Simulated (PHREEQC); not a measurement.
0.17 g of hydrous ferric oxide (600 m²/g; 0.2 weak and 0.005 strong sites per Fe, Dzombak-Morel constants, diffuse double layer) in 1 kg of water with 0.01 mol/kgw of an inert sodium salt and 0.086 mmol/kgw NaH2PO4 and 0.62 mmol/kgw H3BO3, at 25 °C; the pH is set by adding NaOH or the inert anion's acid. O2 is buffered at 0.21 atm. No CO2 enters from the air. Nothing may precipitate in this run.

Base run: PHREEQC, ion-association model, wateq4f.dat. Each further column changes one thing. The table gives P sorbed (%).

```csv
pH,base,no electrostatic term (-no_edl),background salt from 0.01 to 0.001 mol/kgw,oxide from 0.17 to 0.85 g/kgw,0.00012 mol/kgw ZnSO4 added
4,100.0,88.5,100.0,100.0,99.9
4.5,100.0,88.9,100.0,100.0,99.9
5.5,100.0,91.2,100.0,100.0,99.9
6,100.0,93.9,100.0,100.0,99.9
7,99.6,97.8,99.7,100.0,99.8
7.5,97.8,98.1,98.2,99.9,99.2
8.5,64.5,97.3,66.2,96.9,84.0
9,34.0,95.6,34.5,80.8,62.2
10,2.1,79.0,1.8,9.9,11.8
10.5,0.4,56.6,0.2,1.7,2.1
11.5,0.0,10.4,0.0,0.1,0.0
12,0.0,2.2,0.0,0.0,0.0
```

H3PO4, which wateq4f.dat lacks, is added to it with the constant of phreeqc.dat. In at least one series the solution becomes supersaturated in solids that the run did not let form, among them Zincite(c). The database has no phosphate complexes of Zn.
